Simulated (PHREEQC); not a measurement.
1 kg of water holding 0.005 mol Na2CO3, 0.028 mol Na2SO4, 0.055 mol NaOH and 0.016 mol NaCl is evaporated at 25 °C; the solids stay in contact with the brine. CO2 is held at log p = -3.4 (atm). The run lets Burkeite, Halite, Mirabilite, Nahcolite, Natron, Thenardite, Trona precipitate or redissolve, and no other solid.

The series has 23 steps of water left (kg), from 1 to 0.01234.

The numbers come from PHREEQC with the Pitzer model, pitzer.dat.

Which solids form, in which order, and at which step of the series does each first stand?

Trona from water left = 0.01659 kg (pH 9.95); Mirabilite from water left = 0.01234 kg (pH 9.92).
